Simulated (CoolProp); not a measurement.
Vapour-liquid equilibrium of CHF3 (R23) (1) + R143a (2) at 1.2 MPa; x and y are mole fractions of (1).

Computed with CoolProp (multi-fluid Helmholtz-energy mixture model, Penoncello 2003 and Lemmon and Jacobsen 2000; pair parameters Bell 2016).

Give the bubble temperature and the first vapour's composition at x = 0.65, 0.8, 0.95. Is there an azeotrope?

x = 0.65: 259.4 K, y = 0.855; x = 0.8: 254.2 K, y = 0.927; x = 0.95: 249.8 K, y = 0.983. No azeotrope shows between x = 0.05 and 0.95.

Pair parameters are fitted to limited data, so mixtures are less certain than the pure fluids.
